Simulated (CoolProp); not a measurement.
A single-stage vapour-compression cycle with propylene: evaporating at 297.15 K (dew point), condensing at 344.15 K (bubble point), superheat 5 K, subcooling 2 K, compressor efficiency 0.65, no pressure losses. Each further row changes one setting.

Computed with CoolProp (reference Helmholtz-energy equation of state, Lemmon 2013).

```
case                              cooling COP  pressure ratio  discharge temperature (K)  refrigerating effect (kJ/kg)  volumetric capacity (kJ/m³)
--------------------------------  -----------  --------------  -------------------------  ----------------------------  ---------------------------
as stated                                2.75            2.79                      368.6                           212                         4880
evaporating temperature 302.15 K         3.21               ?                      366.3                           216                            ?
condensing temperature 339.15 K          3.28               ?                      362.0                           229                            ?
subcooling 7 K                              ?            2.79                      368.6                           230                         5300
superheat 15 K                           2.81            2.79                      378.6                           231                         5020
compressor efficiency 0.55                  ?            2.79                      374.3                           212                         4880
```

Q: Fill in the missing entries.

A: 
- evaporating temperature 302.15 K, pressure ratio: 2.47
- evaporating temperature 302.15 K, volumetric capacity (kJ/m³): 5650
- condensing temperature 339.15 K, pressure ratio: 2.53
- condensing temperature 339.15 K, volumetric capacity (kJ/m³): 5270
- subcooling 7 K, cooling COP: 2.99
- compressor efficiency 0.55, cooling COP: 2.33
